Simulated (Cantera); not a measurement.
What does this Cantera script print?

```python
import numpy as np
import cantera as ct

surf = ct.Interface("diamond.yaml", "diamond_100")
gas, bulk = surf.adjacent["gas"], surf.adjacent["diamond"]
k = surf.kinetics_species_index(bulk.species_names[0])
cover = ["c6HH", "c6H*", "c6*H", "c6**", "c6HM", "c6B"]

rows, drift = [], 0.0
print(f"{'xCH3':>10s}{'um/h':>11s}" + "".join(f"{s:>11s}" for s in cover))
for v in [1e-06, 2.3e-06, 5.5e-06, 1.3e-05, 3e-05, 7e-05, 0.00017, 0.00039, 0.00091]:
    T, P, xH, xCH3 = 1275, 4500, 0.031, v
    gas.TPX = T, P, {"H": xH, "CH3": xCH3, "CH4": 0.012, "H2": 1 - xH - xCH3 - 0.012}
    surf.TP = bulk.TP = T, P
    surf.coverages = "c6H*:0.1, c6HH:0.9"
    surf.advance_coverages(100.0)
    before = surf.coverages
    surf.advance_coverages(100.0)
    drift = max(drift, np.max(np.abs(surf.coverages - before) / (surf.coverages + 1e-9)))
    rate = surf.net_production_rates[k] * bulk.mean_molecular_weight / bulk.density * 3.6e9
    rows.append([rate, *surf[cover].coverages])
    print(f"{v:10.4g}{rate:11.4e}" + "".join(f"{x:11.3e}" for x in rows[-1][1:]))
```

Output:

```
      xCH3       um/h       c6HH       c6H*       c6*H       c6**       c6HM        c6B
     1e-06 2.5514e-02  3.907e-01  4.692e-02  5.196e-01  4.284e-02  2.406e-06  6.923e-11
   2.3e-06 5.8682e-02  3.907e-01  4.692e-02  5.195e-01  4.284e-02  5.534e-06  1.592e-10
   5.5e-06 1.4032e-01  3.907e-01  4.692e-02  5.195e-01  4.284e-02  1.323e-05  3.808e-10
   1.3e-05 3.3165e-01  3.907e-01  4.691e-02  5.195e-01  4.284e-02  3.127e-05  8.999e-10
     3e-05 7.6522e-01  3.906e-01  4.691e-02  5.195e-01  4.283e-02  7.216e-05  2.076e-09
     7e-05 1.7849e+00  3.906e-01  4.690e-02  5.194e-01  4.281e-02  1.683e-04  4.843e-09
   0.00017 4.3307e+00  3.904e-01  4.688e-02  5.191e-01  4.275e-02  4.085e-04  1.175e-08
   0.00039 9.9154e+00  3.901e-01  4.683e-02  5.186e-01  4.263e-02  9.354e-04  2.691e-08
   0.00091 2.3027e+01  3.893e-01  4.671e-02  5.173e-01  4.236e-02  2.174e-03  6.249e-08
```

Model: the Harris–Goodwin 1993 mechanism for the reconstructed diamond (100) surface, integrated in Cantera.
